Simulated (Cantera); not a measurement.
Cantera run:

```python
import numpy as np
import cantera as ct

gas_names = """
    O2 NO
""".split()
cond_names = """
    Cr2N(s) Cr(cr) Cr(L)
""".split()


# ... load() reads the species with a 1 bar reference pressure and builds the phases ...
species = {s.name: s for s in load("nasa_gas.yaml", gas_names) + load("nasa_condensed.yaml", cond_names)}
# Each term lists the table entries of one substance; the one whose range holds T is used.
reactions = {
    '2 Cr2N + O2(g) = 2 NO(g) + 4 Cr':
        [(-2, ['Cr2N(s)']), (-1, ['O2']), (2, ['NO']), (4, ['Cr(cr)', 'Cr(L)'])],
}


def pick(names, T):
    return next(species[n] for n in names if species[n].thermo.min_temp <= T <= species[n].thermo.max_temp)


results = []
for label, terms in reactions.items():
    print(label)
    print("     T/K   dH/kJ  dS/(J/K)   dG/kJ   log10 K")
    for T in [1025, 1125, 1225, 1325, 1425, 1525]:
        used = [(nu, pick(names, T)) for nu, names in terms]
        dH = sum(nu * s.thermo.h(T) for nu, s in used) / 1e6
        dS = sum(nu * s.thermo.s(T) for nu, s in used) / 1e3
        dG = dH - T * dS / 1e3
        logK = -dG * 1e6 / (ct.gas_constant * T * np.log(10))
        results.append((label, T, dH, dS, dG, logK, [s.name for _, s in used]))
        print(f"{T:8g} {dH:8.1f} {dS:8.1f} {dG:8.1f} {logK:8.2f}")
```

It prints:

```
2 Cr2N + O2(g) = 2 NO(g) + 4 Cr
     T/K   dH/kJ  dS/(J/K)   dG/kJ   log10 K
    1025    420.5    160.0    256.5   -13.07
    1125    418.5    158.2    240.6   -11.17
    1225    416.8    156.6    224.9    -9.59
    1325    415.2    155.4    209.3    -8.25
    1425    414.0    154.5    193.8    -7.10
    1525    413.0    153.8    178.4    -6.11
```

Standard-state values (1 bar) from the NASA 1993 polynomials, evaluated with Cantera. Condensed species are held in their standard states even where they would react or evaporate.
